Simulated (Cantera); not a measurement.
Gas mixture: CH₃OH = 0.83 (molar parts), at 55.0 Pa, frozen composition.

Cantera's kinetic-theory transport with the Lennard-Jones parameters of GRI-Mech 3.0, ideal gas; thermal conductivity in the multicomponent form. Polar gases are described roughly by these parameters. The composition is frozen, though it would react at the higher temperatures.

D: mixture-averaged diffusion coefficient of that species in the mixture.

| T (K) | ρ (kg/m³) | cp (J/kg/K) | μ (µPa s) | λ (mW/m/K) | Pr | D (cm²/s) NH₃ | D (cm²/s) CH₄ | D (cm²/s) H |
|---|---|---|---|---|---|---|---|---|
| 400 | 0.000530 | 1604 | 13.1 | 28.1 | 0.748 | 485 | 519 | 2880 |
| 650 | 0.000326 | 2212 | 21.3 | 62.7 | 0.750 | 1270 | 1270 | 7080 |
| 900 | 0.000236 | (withheld) | (withheld) | (withheld) | 0.751 | (withheld) | (withheld) | (withheld) |
| 1150 | 0.000184 | 2978 | 35.2 | 139 | 0.751 | 3680 | 3470 | 19300 |
| 1400 | 0.000151 | 3214 | (withheld) | (withheld) | 0.751 | (withheld) | (withheld) | (withheld) |
| 1650 | 0.000128 | 3388 | 46.5 | 210 | 0.750 | 7000 | 6420 | 35700 |
| 1900 | 0.000112 | 3514 | 51.5 | 242 | 0.749 | 8950 | 8140 | 45300 |
| 2150 | 9.86e-5 | 3607 | 56.2 | 271 | 0.748 | 11100 | 10000 | 55800 |
| 2400 | 8.83e-5 | 3677 | 60.7 | 299 | 0.747 | 13400 | 12000 | 67000 |

Question: Some entries are withheld; supply them.

Answer: 
- 900, cp (J/kg/K): 2643
- 900, μ (µPa s): 28.6
- 900, λ (mW/m/K): 101
- 900, D (cm²/s) NH₃: 2350
- 900, D (cm²/s) CH₄: 2270
- 900, D (cm²/s) H: 12600
- 1400, μ (µPa s): 41.1
- 1400, λ (mW/m/K): 176
- 1400, D (cm²/s) NH₃: 5240
- 1400, D (cm²/s) CH₄: 4860
- 1400, D (cm²/s) H: 27100
